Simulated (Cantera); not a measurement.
Mixture: 9.02 % CH3OH, 12.3 % O2, 78.7 % N2, equivalence ratio 1.1, at 73000 Pa, adiabatic and at constant pressure. Ignition delay is the time to a rise of 400 K.

Computed with Cantera and GRI-Mech 3.0 (53 species, 325 reactions). GRI-Mech 3.0 was tuned for natural gas; its chemistry of methanol as a main component is partial and can be far from experiment.

**Question.** Predict: delay at 1200 K; delay at 1300 K; delay at 1400 K; delay at 1500 K; delay at 1600 K; delay at 1700 K; delay at 1800 K; apparent activation energy between 1600 and 1800 K.

**Answer.** 
```json
{
  "delay at 1200 K": "14.2 ms",
  "delay at 1300 K": "3.25 ms",
  "delay at 1400 K": "0.968 ms",
  "delay at 1500 K": "0.362 ms",
  "delay at 1600 K": "0.162 ms",
  "delay at 1700 K": "85.8 µs",
  "delay at 1800 K": "56.4 µs",
  "apparent activation energy between 1600 and 1800 K": "130 kJ/mol"
}
```
